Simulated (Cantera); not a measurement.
Cantera run:

```python
import numpy as np
import cantera as ct

gas_names = """
    C CO CO2 C2 C2O C3 C3O2 C4 C5 O O2 O3 Si SiC SiC2 SiO SiO2 Si2 Si2C Si3
""".split()
cond_names = """
    C(gr) Si(cr) Si(L) SiC(b) SiO2(Lqz) SiO2(hqz) SiO2(L)
""".split()


# ... load() reads the species with a 1 bar reference pressure and builds the phases ...
atoms = {
    'Si': {'Si': 1},
    'O2': {'O': 2},
    'CO': {'C': 1, 'O': 1},
}
top_T = {'C(gr)': 4500, 'SiC(b)': 3050}  # K; cautious upper limits of use, not melting points


# ... equilibrate(T, P, feed) seeds the gas with the atoms and calls Mixture.equilibrate('TP', solver="vcs", rtol=1e-11, max_steps=5000) ...
results = []
feed = {'Si': 1, 'O2': 0.82, 'CO': 0.4}  # mol
T = 1723.15  # K
P = 1000  # Pa
mix = equilibrate(T, P, feed)
results.append((T, P, feed, dict(zip(mix.species_names, mix.species_moles))))
x = sorted(zip(gas.X, gas.species_names), reverse=True)
print(f"T = {T:g} K  P = {P:g} Pa  gas = {mix.phase_moles(0):.4g} mol")
print("   x: " + "  ".join(f"{s} {v:.3e}" for v, s in x if v > 1e-05))
print("   condensed (mol): " + ("  ".join(f"{mix.phase(i).name} {mix.phase_moles(i):.4g}"
      for i in range(1, mix.n_phases) if mix.phase_moles(i) > 1e-12) or "none"))
```

Result:

```
T = 1723.15 K  P = 1000 Pa  gas = 0.76 mol
   x: CO 5.263e-01  SiO 4.737e-01  CO2 1.444e-05
   condensed (mol): SiO2(L) 0.64
```

These are equilibrium values from Cantera (NASA tables, ideal gas, pure condensed phases), not measurements of a reactor. The tables hold silica as quartz up to 1696 K and as liquid above; real silica turns to tridymite and cristobalite and melts near 1996 K.
